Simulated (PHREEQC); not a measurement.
KOH is added in steps, without added water, to 1 kg of water holding 1.2 mmol/kgw Cd(NO3)2, at 25 °C. O2 is buffered at 0.21 atm. CO2 from the air is kept out. Solids allowed: Cd(OH)2. Others were left out.

Base run: PHREEQC, ion-association model, phreeqc.dat. Each further column changes one thing. The table gives Cd+2 (mol/kgw).

```json
[
 {"KOH added (mol)": "0", "base": "0.00119", "Cd(NO3)2 from 0.0012 to 0.00012 mol/kgw": "0.000120", "diluted 5-fold with water": "0.000240", "no solid may form": "0.00119"},
 {"KOH added (mol)": "0.00075", "base": "0.000815", "Cd(NO3)2 from 0.0012 to 0.00012 mol/kgw": "2.12e-8", "diluted 5-fold with water": "7.55e-8", "no solid may form": "0.000677"},
 {"KOH added (mol)": "0.001875", "base": "0.000259", "Cd(NO3)2 from 0.0012 to 0.00012 mol/kgw": "2.29e-9", "diluted 5-fold with water": "3.14e-9", "no solid may form": "0.000209"},
 {"KOH added (mol)": "0.002625", "base": "1.26e-7", "Cd(NO3)2 from 0.0012 to 0.00012 mol/kgw": "1.13e-9", "diluted 5-fold with water": "…", "no solid may form": "6.85e-5"},
 {"KOH added (mol)": "0.00375", "base": "3.75e-9", "Cd(NO3)2 from 0.0012 to 0.00012 mol/kgw": "5.54e-10", "diluted 5-fold with water": "6.39e-10", "no solid may form": "1.55e-5"},
 {"KOH added (mol)": "0.0045", "base": "1.60e-9", "Cd(NO3)2 from 0.0012 to 0.00012 mol/kgw": "3.90e-10", "diluted 5-fold with water": "4.38e-10", "no solid may form": "…"},
 {"KOH added (mol)": "0.00525", "base": "8.99e-10", "Cd(NO3)2 from 0.0012 to 0.00012 mol/kgw": "2.91e-10", "diluted 5-fold with water": "3.21e-10", "no solid may form": "4.70e-6"},
 {"KOH added (mol)": "0.006375", "base": "4.82e-10", "Cd(NO3)2 from 0.0012 to 0.00012 mol/kgw": "2.02e-10", "diluted 5-fold with water": "2.19e-10", "no solid may form": "2.62e-6"},
 {"KOH added (mol)": "0.007125", "base": "3.50e-10", "Cd(NO3)2 from 0.0012 to 0.00012 mol/kgw": "1.65e-10", "diluted 5-fold with water": "1.77e-10", "no solid may form": "1.92e-6"},
 {"KOH added (mol)": "0.00825", "base": "2.37e-10", "Cd(NO3)2 from 0.0012 to 0.00012 mol/kgw": "1.26e-10", "diluted 5-fold with water": "1.34e-10", "no solid may form": "1.31e-6"},
 {"KOH added (mol)": "0.009", "base": "1.91e-10", "Cd(NO3)2 from 0.0012 to 0.00012 mol/kgw": "1.08e-10", "diluted 5-fold with water": "…", "no solid may form": "1.05e-6"}
]
```

Q: Complete the blanks.

A: 
- 0.002625, diluted 5-fold with water: 1.40e-9
- 0.0045, no solid may form: 7.85e-6
- 0.009, diluted 5-fold with water: 1.14e-10

 In at least one series the solution becomes supersaturated in solids that the run did not let form, among them Cd(OH)2.
